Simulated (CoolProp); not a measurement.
Vapour-liquid equilibrium of propylene (1) + R134a (2) at 0.204 bar; x and y are mole fractions of (1).

Model: multi-fluid Helmholtz-energy mixture model, Lemmon 2013 and Tillner-Roth 1994; pair parameters Bell 2016, in CoolProp.

**Question.** Give the bubble temperature and the first vapour's composition at x = 0.5, 0.875, 0.95. Is there an azeotrope?

**Answer.** x = 0.5: 196.0 K, y = 0.826; x = 0.875: 195.3 K, y = 0.888; x = 0.95: 195.3 K, y = 0.941. y crosses x between x = 0.875 and 0.95: the model has an azeotrope there.

Pair parameters are fitted to limited data, so mixtures are less certain than the pure fluids. With so large a gap from Raoult's law the liquid may split in two, which this calculation doesn't test in full.
